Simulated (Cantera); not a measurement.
Cantera run, input and output.

```python
import numpy as np
import cantera as ct

gas = ct.Solution("h2o2.yaml")
gas.TPX = 1150, 27000, {'H2': 1.8, 'O2': 1, 'N2': 1}
reactor = ct.IdealGasConstPressureReactor(gas, energy="off", clone=False)
net = ct.ReactorNet([reactor])
net.rtol, net.atol = 1e-08, 1e-18
show = ['H2', 'O2', 'OH', 'HO2', 'H2O', 'H']
times = np.geomspace(8e-06, 2, 12)

steps = ct.SolutionArray(gas, extra=["t"])
rows = []
print(f"{'t/s':>10s}{'T/K':>9s}{'P/Pa':>11s}" + "".join(f"{s:>11s}" for s in show))
for t in times:
    while net.time < t:
        t_next = net.step()
        steps.append(gas.state, t=t_next)
    rows.append([np.interp(t, steps.t, y) for y in (steps.T, steps.P, *steps(*show).X.T)])
    print(f"{t:10.3e}{rows[-1][0]:9.1f}{rows[-1][1]:11.4g}" + "".join(f"{x:11.3e}" for x in rows[-1][2:]))
rate = np.gradient(steps.T, steps.t)
print("integrator steps:", len(steps.t))
if steps.T.max() > steps.T[0] + 200:
    print(f"time of steepest temperature rise: {steps.t[rate.argmax()]:.4e} s")
gas.TPX = 1150, 27000, {'H2': 1.8, 'O2': 1, 'N2': 1}
gas.equilibrate("TP")
print(f"equilibrium (TP): T = {gas.T:.1f} K  " + "  ".join(f"{s} {gas[s].X[0]:.3e}" for s in show))
```

Output:

```
       t/s      T/K       P/Pa         H2         O2         OH        HO2        H2O          H
 8.000e-06   1150.0    2.7e+04  4.737e-01  2.632e-01  6.213e-10  7.263e-09  5.102e-09  1.041e-08
 2.476e-05   1150.0    2.7e+04  4.737e-01  2.632e-01  1.031e-08  3.195e-08  1.717e-07  1.613e-07
 7.665e-05   1150.0    2.7e+04  4.732e-01  2.629e-01  1.885e-05  1.619e-05  3.486e-04  2.849e-04
 2.373e-04   1150.0    2.7e+04  3.786e-02  5.604e-02  4.634e-03  4.826e-05  5.364e-01  3.118e-02
 7.345e-04   1150.0    2.7e+04  5.657e-03  3.695e-02  1.049e-03  2.902e-05  6.115e-01  9.525e-04
 2.274e-03   1150.0    2.7e+04  8.970e-04  3.482e-02  3.024e-04  1.338e-05  6.193e-01  4.100e-05
 7.038e-03   1150.0    2.7e+04  1.260e-04  3.451e-02  1.094e-04  2.995e-06  6.204e-01  2.099e-06
 2.178e-02   1150.0    2.7e+04  1.270e-05  3.448e-02  4.684e-05  3.815e-07  6.206e-01  9.980e-08
 6.743e-02   1150.0    2.7e+04  1.291e-06  3.448e-02  2.238e-05  5.344e-08  6.207e-01  6.156e-09
 2.087e-01   1150.0    2.7e+04  2.666e-07  3.448e-02  1.178e-05  1.330e-08  6.207e-01  7.672e-10
 6.461e-01   1150.0    2.7e+04  8.127e-08  3.448e-02  6.620e-06  5.104e-09  6.207e-01  1.379e-10
 2.000e+00   1150.0    2.7e+04  3.559e-08  3.448e-02  4.086e-06  3.523e-09  6.207e-01  3.836e-11
integrator steps: 2093
equilibrium (TP): T = 1150.0 K  H2 2.782e-08  O2 3.448e-02  OH 3.251e-06  HO2 3.478e-09  H2O 6.207e-01  H 2.411e-11
```

Cantera simulation using the H2/O2 subset of GRI-Mech 3.0, which has no nitrogen chemistry; the numbers are that mechanism's predictions, not measurements. The temperature is held fixed by assumption; the heat of reaction is taken as removed at once.
